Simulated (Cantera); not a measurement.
Input: 1 mol Si3N4, 0.71 mol Cl2, equilibrated at 1975 K and 0.00133 bar.

Equilibrium computed with Cantera from the NASA thermochemical tables; the gas is ideal and each condensed phase is pure. Candidate condensed phases: Si, Si3N4; 13 gas species. The tables' values for SiCl, SiCl3, SiN are old estimates; treat these amounts as uncertain. Rates play no part.

Base state: N2 0.713, SiCl2 0.243, Si 0.0242, SiCl 0.00933, Cl 0.00879, SiCl3 0.000700, Si2N 0.000278, Si2 0.000236 (mole fractions); condensed: Si(l).

### Question
What changes in the equilibrium state with this change: temperature from 1975 K to 2048 K?

### Answer
```
species       before     after
----------  --------  --------
N2             0.713     0.684
SiCl2          0.243     0.227
Si            0.0242    0.0567
SiCl         0.00933    0.0155
Cl           0.00879    0.0144
Si2         0.000236  0.000658
Si3          5.13e-5  0.000138
SiN         0.000207  0.000398
Si2N        0.000278  0.000501
Si(l), mol      2.22      2.11
```
